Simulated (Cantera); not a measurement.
An isothermal, constant-pressure homogeneous reactor starts with 1.72 % CH4, 98.3 % N2, at 1423 K and 608 Torr.

Model: GRI-Mech 3.0 (53 species, 325 reactions), integrated in Cantera. GRI-Mech 3.0 stops at C3 and has no aromatics, soot or wall deposition, so with more carbon than oxygen in the feed, carbon stays in small species such as C2H2 where larger ones or solid carbon would form.

x: mole fraction; the columns are a selection and need not sum to one.

```json
[
 {"t (s)": "3.00e-6", "x CH4": "0.0172", "x C2H2": "<1e-12", "x HCN": "<1e-12", "x CH3": "2.77e-9", "x CH2": "<1e-12", "x H": "1.61e-9"},
 {"t (s)": "1.94e-5", "x CH4": "0.0172", "x C2H2": "<1e-12", "x HCN": "<1e-12", "x CH3": "2.50e-8", "x CH2": "<1e-12", "x H": "3.32e-9"},
 {"t (s)": "0.000126", "x CH4": "0.0172", "x C2H2": "<1e-12", "x HCN": "<1e-12", "x CH3": "1.80e-7", "x CH2": "<1e-12", "x H": "3.37e-9"},
 {"t (s)": "0.000814", "x CH4": "0.0172", "x C2H2": "<1e-12", "x HCN": "<1e-12", "x CH3": "?", "x CH2": "3.24e-12", "x H": "3.40e-9"},
 {"t (s)": "0.00527", "x CH4": "0.0172", "x C2H2": "6.98e-10", "x HCN": "<1e-12", "x CH3": "5.76e-6", "x CH2": "7.20e-11", "x H": "4.15e-9"},
 {"t (s)": "0.0341", "x CH4": "0.0172", "x C2H2": "3.65e-7", "x HCN": "<1e-12", "x CH3": "1.38e-5", "x CH2": "4.01e-10", "x H": "9.52e-9"},
 {"t (s)": "0.221", "x CH4": "0.0165", "x C2H2": "9.88e-5", "x HCN": "3.33e-11", "x CH3": "2.35e-5", "x CH2": "1.19e-9", "x H": "7.31e-8"},
 {"t (s)": "1.43", "x CH4": "?", "x C2H2": "?", "x HCN": "7.02e-10", "x CH3": "?", "x CH2": "5.62e-10", "x H": "?"},
 {"t (s)": "9.27", "x CH4": "0.00685", "x C2H2": "0.00504", "x HCN": "4.72e-9", "x CH3": "6.17e-6", "x CH2": "2.05e-10", "x H": "6.88e-7"},
 {"t (s)": "60.0", "x CH4": "0.00151", "x C2H2": "0.00764", "x HCN": "1.54e-8", "x CH3": "1.39e-6", "x CH2": "4.77e-11", "x H": "1.06e-6"}
]
```

**Question.** Some entries are withheld; supply them.

**Answer.** 
- 0.000814, x CH3: 1.17e-6
- 1.43, x CH4: 0.0135
- 1.43, x C2H2: 0.00169
- 1.43, x CH3: 1.44e-5
- 1.43, x H: 2.98e-7
